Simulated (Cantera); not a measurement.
A perfectly stirred reactor is fed with H2 : O2 : N2 : H2O = 0.023 : 1 : 0.16 : 0.096 (molar parts), equivalence ratio 0.011, at 0.0133 bar; it is held at 1225 K, and followed from long to short residence time.

Detailed kinetics in Cantera: GRI-Mech 3.0 (53 species, 325 reactions). Radical loss at walls, strong at low pressure, is not modelled.

Problem. Predict: x(H2) at τ = 8.20 s; x(O2) at τ = 8.20 s; x(NO) at τ = 8.20 s; x(N2O) at τ = 8.20 s; x(H2O2) at τ = 8.20 s; x(H2) at τ = 0.130 s; x(O2) at τ = 0.130 s; x(NO) at τ = 0.130 s; x(N2O) at τ = 0.130 s; x(H2O2) at τ = 0.130 s.

Solution. 
- x(H2) at τ = 8.20 s = 2.98e-5
- x(O2) at τ = 8.20 s = 0.779
- x(NO) at τ = 8.20 s = 7.60e-9
- x(N2O) at τ = 8.20 s = 4.61e-9
- x(H2O2) at τ = 8.20 s = 3.95e-8
- x(H2) at τ = 0.130 s = 0.000384
- x(O2) at τ = 0.130 s = 0.776
- x(NO) at τ = 0.130 s = 7.69e-9
- x(N2O) at τ = 0.130 s = 2.32e-9
- x(H2O2) at τ = 0.130 s = 1.15e-7
